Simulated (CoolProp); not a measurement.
Vapour-liquid equilibrium of diethyl ether (1) + benzene (2) at 414 K; x and y are mole fractions of (1).

Model: multi-fluid Helmholtz-energy mixture model, Thol 2014 and Thol 2012; pair parameters Bell 2016, in CoolProp.

```csv
x,bubble pressure (kPa),y at the bubble point,dew pressure at overall composition x (kPa),liquid density (mol/L)
0.05,527.9,0.124,499.0,9.392
0.125,598.1,0.274,528.3,9.246
0.2,668.8,0.395,561.3,9.098
0.275,740.2,0.494,598.4,8.948
0.35,812.4,0.577,640.7,8.795
0.425,885.6,0.649,689.0,8.639
0.5,960.2,0.711,744.9,8.480
0.575,1036,0.767,810.1,8.317
0.65,1114,0.816,886.7,8.148
0.725,1194,0.861,978.0,7.973
0.8,1276,0.902,1088,7.791
0.875,1361,0.940,1221,7.600
0.95,1450,0.977,1384,7.397
```

No azeotrope shows between x = 0.05 and 0.95.

The pair parameters rest on a limited set of measurements; away from them the model extrapolates.
